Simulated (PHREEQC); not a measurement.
A solution holds 0.088 mol/kgw HF, 0.0027 mol/kgw NH4HF2 and 0.0017 mol/kgw H3PO4, at 54 °C. Closed to the air; pH follows from the charge balance.

All values are PHREEQC results (ion-association model, phreeqc.dat), not measurements.

```json
[
 {"quantity": "pH", "before": "2.23", "after": "2.11"},
 {"quantity": "ionic strength (mol/kgw)", "before": "0.00911", "after": "0.0113"},
 {"quantity": "F- (mol/kgw)", "before": "0.00608", "after": "0.00687"},
 {"quantity": "HF2- (mol/kgw)", "before": "0.00220", "after": "0.00370"},
 {"quantity": "H3PO4 (mol/kgw)", "before": "0.000876", "after": "0.000991"}
]
```

Q: What was changed between the two runs?
A. HF left out
B. HF from 0.088 to 0.132 mol/kgw
C. HF replaced by NaBF4 at the same molality
D. NH4HF2 from 0.0027 to 0.00297 mol/kgw
E. H3PO4 from 0.0017 to 0.00085 mol/kgw

A: B, HF from 0.088 to 0.132 mol/kgw

This is a speciation only: nothing precipitates in the calculation. Away from 25 °C the constants follow the database's enthalpies or fits; those with neither stay at their 25 °C values.
